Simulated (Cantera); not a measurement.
**Thermodynamics of boron, boron nitride and boron oxide, feed B + O2 + H2**

Feed: 1 mol B, a varied amount of O2, 4.8 mol H2, held at 1677 °C and 18.8 Torr.

Equilibrium computed with Cantera from the NASA thermochemical tables; the gas is ideal and each condensed phase is pure. Candidate condensed phases: B, B2O3, B3O3H3, H2O; 23 gas species. The tables' values for BH2 are old estimates; treat these amounts as uncertain. Kinetics and transport are ignored.

From 0.26 mol O2 to 0.47 mol O2 the condensed part is B(s). From 0.62 mol O2 to 8 mol O2 nothing is condensed. The main B-bearing gas is HBO at 0.26 mol O2 and HBO2 at 8 mol O2.

```json
[
 {"n(O2) (mol)": "0.26", "log p H2": "-1.65", "log p H2O": "-6.38", "log p O2": "<-13", "log p HBO2": "-5.19", "log p HBO": "-2.79", "log p B2O3": "-5.02", "log p B2O2": "-3.46", "log p BO": "-3.72", "log p OH": "-9.54", "n B(s)": "0.481"},
 {"n(O2) (mol)": "0.35", "log p H2": "-1.66", "log p H2O": "-6.30", "log p O2": "<-13", "log p HBO2": "-5.01", "log p HBO": "-2.70", "log p B2O3": "-4.73", "log p B2O2": "-3.27", "log p BO": "-3.63", "log p OH": "-9.45", "n B(s)": "0.304"},
 {"n(O2) (mol)": "0.47", "log p H2": "-1.67", "log p H2O": "-6.22", "log p O2": "<-13", "log p HBO2": "-4.84", "log p HBO": "-2.62", "log p B2O3": "-4.47", "log p B2O2": "-3.10", "log p BO": "-3.54", "log p OH": "-9.37", "n B(s)": "0.0681"},
 {"n(O2) (mol)": "0.62", "log p H2": "-1.67", "log p H2O": "-4.65", "log p O2": "-13.38", "log p HBO2": "-3.40", "log p HBO": "-2.75", "log p B2O3": "-3.16", "log p B2O2": "-3.36", "log p BO": "-3.67", "log p OH": "-7.80", "n B(s)": "0"},
 {"n(O2) (mol)": "0.83", "log p H2": "-1.68", "log p H2O": "-3.56", "log p O2": "-11.18", "log p HBO2": "-2.76", "log p HBO": "-3.21", "log p B2O3": "-2.97", "log p B2O2": "-4.27", "log p BO": "-4.13", "log p OH": "-6.70", "n B(s)": "0"},
 {"n(O2) (mol)": "1.1", "log p H2": "-1.72", "log p H2O": "-2.76", "log p O2": "-9.49", "log p HBO2": "-2.48", "log p HBO": "-3.78", "log p B2O3": "-3.22", "log p B2O2": "-5.36", "log p BO": "-4.67", "log p OH": "-5.88", "n B(s)": "0"},
 {"n(O2) (mol)": "1.5", "log p H2": "-1.81", "log p H2O": "-2.29", "log p O2": "-8.38", "log p HBO2": "-2.40", "log p HBO": "-4.25", "log p B2O3": "-3.51", "log p B2O2": "-6.21", "log p BO": "-5.10", "log p OH": "-5.37", "n B(s)": "0"},
 {"n(O2) (mol)": "1.9", "log p H2": "-1.93", "log p H2O": "-2.06", "log p O2": "-7.67", "log p HBO2": "-2.37", "log p HBO": "-4.57", "log p B2O3": "-3.70", "log p B2O2": "-6.75", "log p BO": "-5.37", "log p OH": "-5.08", "n B(s)": "0"},
 {"n(O2) (mol)": "2.6", "log p H2": "-2.29", "log p H2O": "-1.82", "log p O2": "-6.48", "log p HBO2": "-2.35", "log p HBO": "-5.16", "log p B2O3": "-3.90", "log p B2O2": "-7.55", "log p BO": "-5.77", "log p OH": "-4.66", "n B(s)": "0"},
 {"n(O2) (mol)": "3.4", "log p H2": "-3.95", "log p H2O": "-1.72", "log p O2": "-2.95", "log p HBO2": "-2.37", "log p HBO": "-6.94", "log p B2O3": "-4.04", "log p B2O2": "-9.45", "log p BO": "-6.72", "log p OH": "-3.73", "n B(s)": "0"},
 {"n(O2) (mol)": "4.6", "log p H2": "-4.37", "log p H2O": "-1.80", "log p O2": "-2.28", "log p HBO2": "-2.46", "log p HBO": "-7.36", "log p B2O3": "-4.13", "log p B2O2": "-9.88", "log p BO": "-6.93", "log p OH": "-3.60", "n B(s)": "0"},
 {"n(O2) (mol)": "6", "log p H2": "-4.56", "log p H2O": "-1.88", "log p O2": "-2.06", "log p HBO2": "-2.54", "log p HBO": "-7.55", "log p B2O3": "-4.22", "log p B2O2": "-10.07", "log p BO": "-7.03", "log p OH": "-3.59", "n B(s)": "0"},
 {"n(O2) (mol)": "8", "log p H2": "-4.72", "log p H2O": "-1.98", "log p O2": "-1.93", "log p HBO2": "-2.64", "log p HBO": "-7.72", "log p B2O3": "-4.32", "log p B2O2": "-10.24", "log p BO": "-7.11", "log p OH": "-3.60", "n B(s)": "0"}
]
```
log p: log10 of the partial pressure in bar; n: condensed amount in mol.
